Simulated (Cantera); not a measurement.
Charge: 1 mol CH₃Cl, at 2350 K and 3100 Pa.

Method: chemical equilibrium by Gibbs-energy minimisation in Cantera with the NASA 1993 tables (ideal gas, pure condensed phases). Candidate condensed phases: C, C₆H₆, C₇H₈, C₈H₁₈; 91 gas species. Rates play no part.

Base state: H₂ 0.469, HCl 0.446, H 0.0485, Cl 0.0331, C₂H₂ (acetylene) 0.00259, C₂HCl 2.18e-5, C₂H 1.37e-5 (mole fractions); condensed: C(graphite).

What changes in the equilibrium state with this change: temperature from 2350 K to 875 K?


```csv
species,before,after
HCl,0.446,0.502
H₂,0.469,0.495
CH₄,1.33e-6,0.00332
H,0.0485,<1e-9
Cl,0.0331,<1e-9
C₂H₂ (acetylene),0.00259,<1e-9
C₂HCl,2.18e-5,<1e-9
C₂H,1.37e-5,<1e-9
"C(graphite), mol",0.989,0.993
```
